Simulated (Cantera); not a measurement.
Standard-state values (1 bar) from the NASA 1993 polynomials, evaluated with Cantera. Values are per mole of reaction as written; species without (g) are pure solids or liquids, kept so even where they would boil at 1 bar.

B + 2 NO(g) = BN + NO₂(g)

```json
[
 {"T (K)": "2423", "ΔH° (kJ)": "…", "ΔS° (J/K)": "…", "ΔG° (kJ)": "…", "log10 K": "…"},
 {"T (K)": "2473", "ΔH° (kJ)": "-443.7", "ΔS° (J/K)": "-193.9", "ΔG° (kJ)": "35.9", "log10 K": "-0.76"},
 {"T (K)": "2523", "ΔH° (kJ)": "-443.5", "ΔS° (J/K)": "-193.9", "ΔG° (kJ)": "45.6", "log10 K": "-0.94"},
 {"T (K)": "2573", "ΔH° (kJ)": "…", "ΔS° (J/K)": "…", "ΔG° (kJ)": "…", "log10 K": "…"},
 {"T (K)": "2623", "ΔH° (kJ)": "-443.2", "ΔS° (J/K)": "-193.7", "ΔG° (kJ)": "65.0", "log10 K": "-1.29"},
 {"T (K)": "2673", "ΔH° (kJ)": "-443.1", "ΔS° (J/K)": "-193.7", "ΔG° (kJ)": "74.6", "log10 K": "-1.46"},
 {"T (K)": "2723", "ΔH° (kJ)": "-442.9", "ΔS° (J/K)": "-193.6", "ΔG° (kJ)": "84.3", "log10 K": "-1.62"},
 {"T (K)": "2773", "ΔH° (kJ)": "-442.8", "ΔS° (J/K)": "-193.6", "ΔG° (kJ)": "94.0", "log10 K": "-1.77"},
 {"T (K)": "2823", "ΔH° (kJ)": "-442.6", "ΔS° (J/K)": "-193.5", "ΔG° (kJ)": "103.7", "log10 K": "-1.92"},
 {"T (K)": "2873", "ΔH° (kJ)": "-442.5", "ΔS° (J/K)": "-193.5", "ΔG° (kJ)": "113.4", "log10 K": "-2.06"},
 {"T (K)": "2923", "ΔH° (kJ)": "-442.3", "ΔS° (J/K)": "-193.4", "ΔG° (kJ)": "123.0", "log10 K": "-2.20"}
]
```

Q: What belongs in the gaps?

A: 
- 2423, ΔH° (kJ): -443.8
- 2423, ΔS° (J/K): -194.0
- 2423, ΔG° (kJ): 26.2
- 2423, log10 K: -0.56
- 2573, ΔH° (kJ): -443.4
- 2573, ΔS° (J/K): -193.8
- 2573, ΔG° (kJ): 55.3
- 2573, log10 K: -1.12
